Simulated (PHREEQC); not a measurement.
A solution holds 0.0021 mol/kgw HF, 0.000185 mol/kgw NH4HF2, 0.095 mol/kgw H2SiF6 and 0.0425 mol/kgw HCl, at 8.7 °C and 10 atm. Closed to the air; pH follows from the charge balance.

All values are PHREEQC results (ion-association model, phreeqc.dat), not measurements.

Precipitation was switched off in this run.

Q: Estimate the pH, density.

A: pH 0.74; density 1.011 g/cm³.

Q: In which forms is F present?

A: SiF6-2 99 %, HF 1.3 % of the F.

Examples of supersaturated solids here: Quartz (slow to form), Chalcedony (slow to form). Others may be too. Away from 25 °C the constants follow the database's enthalpies or fits; those with neither stay at their 25 °C values. SiF6-2 is the database's only silicon fluoride.
